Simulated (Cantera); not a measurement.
Cantera run, input and output.

```python
import numpy as np
import cantera as ct

gas = ct.Solution("gri30.yaml")
gas.TPX = 625, 990000, {'C2H6': 1, 'O2': 4.79, 'N2': 18, 'CO2': 5.5}
flame = ct.FreeFlame(gas, width=0.008)
flame.set_refine_criteria(ratio=3, slope=0.08, curve=0.16)
flame.transport_model = "unity-Lewis-number"
flame.solve(loglevel=0, auto=True)
z, T = flame.grid, flame.T
thick = (T[-1] - T[0]) / np.gradient(T, z).max()
show = ['C2H6', 'O2', 'CO2', 'CH3', 'H2', 'NO2']
print(f"laminar burning velocity  {flame.velocity[0] * 100:.3f} cm/s")
print(f"burnt temperature         {T[-1]:.1f} K")
print(f"thermal thickness         {thick * 1e3:.4f} mm")
print(f"grid points               {len(z)}")
z0 = z[flame.heat_release_rate.argmax()]
print(f"{'z/mm':>9s}{'T/K':>9s}{'u/(m/s)':>9s}" + "".join(f"{s:>11s}" for s in show))
rows = []
for k in (-3, -2, -1.5, -1, -0.5, -0.25, 0, 0.25, 0.5, 1, 2, 4, 8):
    zz = z0 + k * thick
    rows.append([k * thick, np.interp(zz, z, T), np.interp(zz, z, flame.velocity),
                 *(np.interp(zz, z, flame.X[gas.species_index(s)]) for s in show)])
    print(f"{rows[-1][0] * 1e3:9.3f}{rows[-1][1]:9.1f}{rows[-1][2]:9.3f}" + "".join(f"{x:11.3e}" for x in rows[-1][3:]))
```

It prints:

```
laminar burning velocity  16.946 cm/s
burnt temperature         1811.6 K
thermal thickness         0.1320 mm
grid points               123
     z/mm      T/K  u/(m/s)       C2H6         O2        CO2        CH3         H2        NO2
   -0.396    628.9    0.171  3.400e-02  1.631e-01  1.879e-01  2.137e-12  1.374e-05  4.205e-09
   -0.264    645.1    0.175  3.339e-02  1.615e-01  1.884e-01  1.727e-11  7.108e-05  2.167e-08
   -0.198    676.5    0.184  3.220e-02  1.583e-01  1.895e-01  7.358e-11  1.828e-04  5.529e-08
   -0.132    778.1    0.212  2.831e-02  1.478e-01  1.928e-01  7.913e-10  5.496e-04  1.614e-07
   -0.066   1069.4    0.294  1.674e-02  1.165e-01  2.029e-01  2.150e-07  1.640e-03  3.972e-07
   -0.033   1324.8    0.367  6.609e-03  8.833e-02  2.119e-01  2.688e-05  2.593e-03  3.183e-07
    0.000   1597.3    0.445  2.270e-04  5.985e-02  2.244e-01  1.015e-04  2.107e-03  3.886e-08
    0.033   1714.0    0.476  1.913e-07  4.967e-02  2.365e-01  3.916e-06  6.058e-04  2.125e-08
    0.066   1756.5    0.486  1.925e-10  4.668e-02  2.431e-01  1.293e-07  3.156e-04  2.427e-08
    0.132   1789.1    0.494  3.869e-15  4.455e-02  2.483e-01  4.265e-10  1.422e-04  2.613e-08
    0.264   1805.3    0.498  1.084e-19  4.358e-02  2.507e-01  1.053e-12  4.702e-05  2.019e-08
    0.528   1810.6    0.499 -6.935e-25  4.331e-02  2.515e-01  8.697e-14  1.510e-05  1.214e-08
    1.056   1811.6    0.500 -6.080e-25  4.327e-02  2.516e-01  3.255e-14  9.631e-06  1.021e-08
```

Model: GRI-Mech 3.0 (53 species, 325 reactions), integrated in Cantera. Unity Lewis numbers drop preferential diffusion, which matters most where H2 and H carry the flame. Burning velocities carry a grid error of a few per cent, more on coarse grids.
